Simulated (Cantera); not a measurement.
Input: 1 mol CHF3, 0.39 mol H2, at 10.0 mbar.

Cantera equilibrium calculation (NASA polynomials, part measured and part estimated; ideal gas, pure solids and liquids). Candidate condensed phases: C, C6H6, C7H8, C8H18; 95 gas species. Gases not in the tables: C2F6 and larger saturated fluorocarbons. Rates play no part.

Question: At 2398 K, list the 7 most abundant gas species with their mole fractions, and the condensed phases.

Answer: HF 0.667, F 0.214, CF2 0.109, CF 0.00502, CF4 0.00405, CF3 0.00138, H 0.000123. Condensed: C(graphite).
